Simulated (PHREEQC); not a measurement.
PHREEQC input (Pitzer model, pitzer.dat):

```
SOLUTION 1
  temp 20
  units mol/kgw
  pH 7 charge
  Cl 0.0037
  K 0.0287
  C(4) 0.025
END
USE solution 1
INCREMENTAL_REACTIONS false
REACTION 1
  H2O -1
  0 9.886 18.011 24.689 30.178 34.689 38.397 41.444
  43.949 46.007 47.699 49.089 50.232 51.172 51.944 52.578
  53.1 53.528 53.88 54.17 54.408 54.603 54.764 54.896
  55.005 55.094 55.168 55.228 moles
EQUILIBRIUM_PHASES 1
  Kalicinite 0 0
  Sylvite 0 0
  CO2(g) -3.4 10
SELECTED_OUTPUT 1
  -reset false
  -pH true
  -pe true
  -ionic_strength true
  -water true
  -activities H2O
  -totals C Cl K
  -molalities H+ K+ Cl- CO3-2 OH- HCO3- CO2
  -equilibrium_phases Kalicinite Sylvite
PRINT
  -reset false
END
```

Selected output (columns that matter, 11 of 28 rows; water left (kg) added in front):

```
water left (kg)	pH	mu	C	Cl	K	m_H+	m_K+	m_Cl-	m_CO3-2	m_OH-	m_HCO3-	la_H2O
1.00005	9.3793	0.031786	0.021907	0.0036998	0.028699	5.0159e-10	0.028699	0.0036998	0.0030876	1.9231e-05	0.018804	-0.00039979
0.555278	9.5468	0.059677	0.037018	0.0066633	0.051686	3.6243e-10	0.051686	0.0066633	0.0079908	2.9433e-05	0.029011	-0.00068806
0.375135	9.6458	0.090911	0.052215	0.0098631	0.076506	3.037e-10	0.076506	0.0098631	0.014405	3.8013e-05	0.037794	-0.00098432
0.208333	9.7771	0.17054	0.087179	0.01776	0.13776	2.4682e-10	0.13776	0.01776	0.032783	5.3544e-05	0.05438	-0.0016802
0.115754	9.8919	0.318	0.14586	0.031964	0.24794	2.1381e-10	0.24794	0.031964	0.070055	7.1874e-05	0.075795	-0.0028707
0.064337	9.9953	0.58867	0.24592	0.05751	0.44609	1.9586e-10	0.44609	0.05751	0.14258	9.1709e-05	0.10332	-0.0049269
0.043521	10.06	0.88359	0.3502	0.085016	0.65945	1.896e-10	0.65945	0.085016	0.22414	0.00010434	0.12605	-0.0070858
0.0242563	10.158	1.6137	0.60005	0.15254	1.1832	1.85e-10	1.1832	0.15254	0.43051	0.00011858	0.16953	-0.012332
0.0135634	10.269	2.9213	1.0378	0.27279	2.116	1.7896e-10	2.116	0.27279	0.80528	0.0001208	0.23251	-0.022034
0.00922533	10.362	4.3175	1.5033	0.40107	3.111	1.6808e-10	3.111	0.40107	1.2065	0.00011216	0.29674	-0.033455
0.00521003	10.558	7.6692	2.6378	0.71017	5.5086	1.333e-10	5.5086	0.71017	2.1606	8.2698e-05	0.47716	-0.06691
```

Complexes and solids missing from the database can't appear.
